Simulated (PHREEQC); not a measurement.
Make-up at 25 °C: 0.0027 mol/kgw NH4HF2, 0.0008 mol/kgw H2SiF6, 0.0015 mol/kgw HBF4 and 0.0037 mol/kgw H2SO4. Closed to the air; pH follows from the charge balance.

Computed with PHREEQC (ion-association model, phreeqc.dat).

Each row changes one thing in this solution. No solid was allowed to form.

```
case                                               pH  ionic strength (mol/kgw)  HF (mol/kgw)  SO4-2 (mol/kgw)  BF4- (mol/kgw)  HSO4- (mol/kgw)  SI of Quartz (SiO2)
-----------------------------------------------  ----  ------------------------  ------------  ---------------  --------------  ---------------  -------------------
as made                                          2.19                    0.0131       0.00561          0.00252         0.00122          0.00113                -1.32
H2SiF6 replaced by Na2SiF6 at the same molality  2.28                    0.0135       0.00543          0.00266         0.00122         0.000969                -1.41
H2SO4 from 0.0037 to 0.00555 mol/kgw             2.06                    0.0167       0.00584          0.00345         0.00120          0.00202                -1.19
6.8e-05 mol/kgw NaHCO3 added                     2.19                    0.0131       0.00560          0.00252         0.00122          0.00112                -1.32
H2SiF6 from 0.0008 to 0.0016 mol/kgw             2.12                    0.0152       0.00576          0.00240         0.00121          0.00125                -0.96
temperature from 25 to 75 °C                     2.35                   0.00966        0.0102          0.00173        0.000770          0.00194                +0.04
NH4HF2 from 0.0027 to 0.00054 mol/kgw            2.12                    0.0120       0.00379          0.00241        0.000756          0.00128                -0.20
0.00027 mol/kgw NaBF4 added                      2.19                    0.0134       0.00570          0.00252         0.00145          0.00112                -1.36
HBF4 from 0.0015 to 0.00135 mol/kgw              2.20                    0.0130       0.00554          0.00253         0.00109          0.00112                -1.30
```

At this temperature some constants are extrapolated from 25 °C, and those without enthalpy data are left unchanged. SiF6-2 is the database's only silicon fluoride. Real BF4- forms and hydrolyses slowly; the run takes it at equilibrium.
